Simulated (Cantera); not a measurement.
A freely propagating, adiabatic, planar premixed flame of 23.0 % H2, 16.2 % O2, 60.9 % N2, unburnt at 700 K and 0.345 atm; mixture-averaged transport, grid criteria slope 0.08 and curve 0.16, no radiation.

Computed with Cantera and the H2/O2 subset of GRI-Mech 3.0, which has no nitrogen chemistry. Burning velocities carry a grid error of a few per cent, more on coarse grids.

Q: Predict: laminar burning velocity; thermal thickness; peak x(HO2); peak x(H); peak x(H2O2); peak x(O).

A: 
- laminar burning velocity = 772 cm/s
- thermal thickness = 1.99 mm
- peak x(HO2) = 9.15e-5
- peak x(H) = 0.0533
- peak x(H2O2) = 2.71e-6
- peak x(O) = 0.0185
